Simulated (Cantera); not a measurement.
An isothermal, constant-pressure homogeneous reactor starts with H₂ : O₂ : N₂ = 0.64 : 1 : 15 (molar parts), at 1375 K and 0.133 bar.

Model: the H2/O2 subset of GRI-Mech 3.0, which has no nitrogen chemistry, integrated in Cantera. The temperature is held fixed by assumption; the heat of reaction is taken as removed at once.

x: mole fraction; the columns are a selection and need not sum to one.

```tsv
t (s)	x H₂	x O₂	x H₂O₂	x HO₂	x H₂O	x OH
9.00e-6	0.0385	0.0601	1.81e-12	3.42e-9	1.56e-10	3.20e-10
4.19e-5	0.0385	0.0601	3.65e-11	1.59e-8	1.04e-8	4.52e-9
0.000195	0.0385	0.0601	6.40e-10	9.31e-8	3.02e-6	5.92e-7
0.000908	0.00316	0.0407	1.56e-7	1.85e-6	0.0272	0.00228
0.00422	0.00194	0.0408	1.67e-7	1.84e-6	0.0333	0.00179
0.0197	0.000280	0.0414	8.63e-8	1.16e-6	0.0384	0.000675
0.0915	(withheld)	0.0416	(withheld)	(withheld)	0.0391	(withheld)
0.426	1.27e-6	0.0417	1.76e-9	1.90e-8	0.0392	4.62e-5
1.98	(withheld)	0.0417	4.03e-10	8.38e-9	0.0392	(withheld)
9.23	1.62e-7	0.0417	2.76e-10	8.25e-9	0.0392	1.66e-5
43.0	1.62e-7	0.0417	2.76e-10	8.25e-9	0.0392	1.66e-5
200	1.62e-7	0.0417	2.76e-10	8.25e-9	0.0392	1.66e-5
```

**Question.** Some entries are withheld; supply them.

**Answer.** 
- 0.0915, x H₂: 1.34e-5
- 0.0915, x H₂O₂: 1.23e-8
- 0.0915, x HO₂: 1.52e-7
- 0.0915, x OH: 0.000149
- 1.98, x H₂: 2.48e-7
- 1.98, x OH: 2.05e-5
